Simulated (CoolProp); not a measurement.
Properties of fluorine along the isotherm 149.5 K.

Computed with CoolProp (reference Helmholtz-energy equation of state, de Reuck 1990).

```json
[
 {"p (kPa)": "41.4", "phase": "gas", "Z": "0.9977", "cv (kJ/(kg K))": "…"},
 {"p (kPa)": "69.9", "phase": "gas", "Z": "0.9961", "cv (kJ/(kg K))": "0.5524"},
 {"p (kPa)": "118", "phase": "gas", "Z": "0.9934", "cv (kJ/(kg K))": "0.5537"},
 {"p (kPa)": "199", "phase": "gas", "Z": "0.9888", "cv (kJ/(kg K))": "…"},
 {"p (kPa)": "336", "phase": "gas", "Z": "0.9809", "cv (kJ/(kg K))": "…"},
 {"p (kPa)": "567", "phase": "gas", "Z": "0.9674", "cv (kJ/(kg K))": "0.5660"},
 {"p (kPa)": "957", "phase": "gas", "Z": "0.9438", "cv (kJ/(kg K))": "…"},
 {"p (kPa)": "1610", "phase": "gas", "Z": "0.9019", "cv (kJ/(kg K))": "0.5933"},
 {"p (kPa)": "2730", "phase": "gas", "Z": "…", "cv (kJ/(kg K))": "0.6235"},
 {"p (kPa)": "4600", "phase": "gas", "Z": "0.6550", "cv (kJ/(kg K))": "…"},
 {"p (kPa)": "7760", "phase": "supercritical", "Z": "…", "cv (kJ/(kg K))": "0.7577"},
 {"p (kPa)": "13100", "phase": "supercritical", "Z": "0.4004", "cv (kJ/(kg K))": "…"}
]
```

### Question
Some entries are withheld; supply them.

### Answer

- 41.4, cv (kJ/(kg K)): 0.5516
- 199, cv (kJ/(kg K)): 0.5560
- 336, cv (kJ/(kg K)): 0.5597
- 957, cv (kJ/(kg K)): 0.5763
- 2730, Z: 0.8224
- 4600, cv (kJ/(kg K)): 0.6973
- 7760, Z: 0.2885
- 13100, cv (kJ/(kg K)): 0.7021
